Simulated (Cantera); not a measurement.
Feed: 1 mol BN, 1.2 mol HCl, 41 mol N2, 28 mol H2O, equilibrated at 750 °C and 375 Torr.

Equilibrium computed with Cantera from the NASA thermochemical tables; the gas is ideal and each condensed phase is pure. Candidate condensed phases: B, BN, B2O3, B3O3H3, H2O, NH4Cl; 49 gas species. Gases not in the tables: H3BO3. The numbers say what is thermodynamically allowed, not how fast it happens.

Base state: N2 0.588, H2O 0.370, H2 0.0213, HCl 0.0170, (HBO2)3 0.00395, HBO2 3.61e-5 (mole fractions); condensed: B2O3(l).

Problem. What changes in the equilibrium state with this change: temperature from 750 °C to 852 °C?

Solution. 
| species | before | after |
|---|---|---|
| N2 | 0.588 | 0.588 |
| H2O | 0.370 | 0.371 |
| H2 | 0.0213 | 0.0212 |
| (HBO2)3 | 0.00395 | 0.00251 |
| HCl | 0.0170 | 0.0170 |
| HBO2 | 3.61e-5 | 0.000228 |
| B2O3(l), mol | 0.0806 | 0.226 |
